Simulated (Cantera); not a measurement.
Mixture: CH4 : O2 : N2 = 1 : 1.05 : 2.95 (molar parts), equivalence ratio 1.9, at 0.987 atm, adiabatic and at constant volume. Ignition delay is the time to a rise of 400 K.

Model: GRI-Mech 3.0 (53 species, 325 reactions), integrated in Cantera.

**Question.** Predict: delay at 1175 K; delay at 1225 K; delay at 1275 K; delay at 1325 K; delay at 1375 K; delay at 1425 K; delay at 1475 K; apparent activation energy between 1375 and 1475 K.

**Answer.** delay at 1175 K: 69.5 ms
delay at 1225 K: 33.8 ms
delay at 1275 K: 17.0 ms
delay at 1325 K: 8.85 ms
delay at 1375 K: 4.75 ms
delay at 1425 K: 2.63 ms
delay at 1475 K: 1.51 ms
apparent activation energy between 1375 and 1475 K: 190 kJ/mol
